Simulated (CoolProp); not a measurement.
Properties of tetrahydrofuran at several states.

Model: reference Helmholtz-energy equation of state, Fiedler 2023, in CoolProp.

```
T (°C)  p (MPa)   phase  density (kg/m³)  cv (kJ/(kg K))  speed of sound (m/s)  Joule-Thomson coefficient (K/MPa)  expansivity (1/kK)
------  -------  ------  ---------------  --------------  --------------------  ---------------------------------  ------------------
-53.25    0.113  liquid            965.7           1.023                  1658                            -0.5219               1.089
-46.75    0.475  liquid            959.0           1.031                  1629                            -0.5158               1.096
143.95     6.02  liquid            749.4           1.615                 799.4                            -0.1642               1.746
26.25      2.92  liquid            883.1           1.203                  1286                            -0.4151               1.229
```
